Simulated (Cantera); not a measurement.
Charge: 1 mol Fe, 1.1 mol O2, 7.3 mol N2, at 1252 °C.

These are equilibrium values from Cantera (NASA tables, ideal gas, pure condensed phases), not measurements of a reactor. Candidate condensed phases: Fe, FeO, Fe2O3, Fe3O4; 11 gas species. Kinetics and transport are ignored.

### Question
Which condensed phases are stable at each of these points (P (Pa)): 10, 48, 230, 1100, 5500, 26000, 130000, 620000, 3000000?

### Answer
```tsv
P (Pa)	condensed phases	Fe condensed (%)
10	Fe3O4(s)	100.0
48	Fe3O4(s)	100.0
230	Fe3O4(s)	100.0
1100	Fe3O4(s)	100.0
5500	Fe3O4(s)	100.0
26000	Fe2O3(s)	100.0
130000	Fe2O3(s)	100.0
620000	Fe2O3(s)	100.0
3000000	Fe2O3(s)	100.0
```

From 0.000100 bar to 0.0550 bar the condensed part is Fe3O4(s). From 0.260 bar to 30.0 bar the condensed part is Fe2O3(s).
